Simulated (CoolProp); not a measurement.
Aqueous lithium chloride as a coolant, 22 % by mass, freezing at -53.6 °C, 1 atm.

Computed with CoolProp (Melinder's fits for secondary coolants).

```
T (°C)  conductivity (W/(m K))  Prandtl number  cp (kJ/(kg K))  viscosity (mPa s)
------  ----------------------  --------------  --------------  -----------------
-14.2                      [?]             [?]           2.976               6.49
-10.6                    0.507            33.4           2.999               5.64
-7.1                     0.511            29.3           3.022               4.96
-3.5                     0.516            25.9           3.045               4.39
0                        0.521            23.1           3.068               3.92
3.6                      0.526            20.6             [?]               3.51
7.1                      0.531            18.6           3.114               3.18
10.6                     0.535            16.9           3.137               2.89
14.2                     0.540            15.4           3.160                [?]
17.7                     0.545            14.2           3.183               2.43
21.3                     0.550             [?]           3.206               2.24
24.8                     0.554            12.1           3.228               2.08
28.4                     0.559            11.3             [?]               1.94
31.9                     0.564            10.6           3.274               1.82
```

Question: Some entries are withheld; supply them.

Answer: 
- -14.2, conductivity (W/(m K)): 0.502
- -14.2, Prandtl number: 38.5
- 3.6, cp (kJ/(kg K)): 3.091
- 14.2, viscosity (mPa s): 2.64
- 21.3, Prandtl number: 13.1
- 28.4, cp (kJ/(kg K)): 3.252
